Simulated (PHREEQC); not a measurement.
Dissolve 0.0026 mol KH2PO4, 0.29 mol Na2SO4 and 0.047 mol KCl per kg of water at 25 °C. Closed to the air; pH follows from the charge balance.

The numbers come from PHREEQC with the ion-association model, wateq4f.dat.

| quantity | before | after |
|---|---|---|
| pH | 5.00 | 8.80 |
| ionic strength (mol/kgw) | 0.725 | 0.729 |
| Na+ (mol/kgw) | 0.492 | 0.492 |
| SO4-2 (mol/kgw) | 0.193 | 0.193 |
| NaSO4- (mol/kgw) | 0.0883 | 0.0880 |
| K+ (mol/kgw) | 0.0406 | 0.0428 |
| SI of Mirabilite (Na2SO4:10H2O) | -1.34 | -1.34 |
| SI of Halite (NaCl) | -3.58 | -3.58 |

Q: Name the change that produced these shifts.
(A) diluted 2-fold with water
(B) KH2PO4 replaced by K2HPO4 at the same molality
(C) KH2PO4 from 0.0026 to 0.013 mol/kgw
(D) Na2SO4 from 0.29 to 0.319 mol/kgw
(E) KH2PO4 replaced by KOH at the same molality

A: B, KH2PO4 replaced by K2HPO4 at the same molality

No solid was allowed to form. The ionic strength passes 0.7 mol/kgw, the rough limit of the ion-association models, in every such run. H3PO4, which wateq4f.dat lacks, is added to it with the constant of phreeqc.dat.
